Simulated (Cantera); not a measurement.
Diamond growth

A diamond (100) surface in a fixed gas of H2 with x(CH4) = 0.0055, x(CH3) = 3.7e-05, at 1325 K, 24.0 Torr; coverages are run to steady state.

Cantera simulation using the Harris–Goodwin 1993 mechanism for the reconstructed diamond (100) surface; the numbers are that mechanism's predictions, not measurements.

| x(H) | growth (µm/h) | θ c6HH | θ c6H* | θ c6*H | θ c6** |
|---|---|---|---|---|---|
| 0.0001 | 0.00310 | 0.674 | 0.0286 | 0.293 | 0.00387 |
| 0.0002 | 0.0120 | 0.570 | 0.0374 | 0.383 | 0.00890 |
| 0.00039 | 0.0336 | 0.490 | 0.0438 | 0.449 | 0.0166 |
| 0.00078 | 0.0732 | 0.434 | 0.0479 | 0.491 | 0.0264 |
| 0.0015 | 0.121 | 0.402 | 0.0500 | 0.513 | 0.0353 |
| 0.0031 | 0.175 | 0.382 | 0.0511 | 0.524 | 0.0428 |
| 0.0061 | 0.228 | 0.372 | 0.0516 | 0.529 | 0.0472 |
| 0.012 | 0.293 | 0.366 | 0.0519 | 0.532 | 0.0499 |
| 0.024 | 0.393 | 0.364 | 0.0521 | 0.533 | 0.0513 |
θ: site fractions in the mechanism's names (c6HH fully hydrogenated, c6H* and c6*H radical sites, c6** diradical, c6HM methylated).
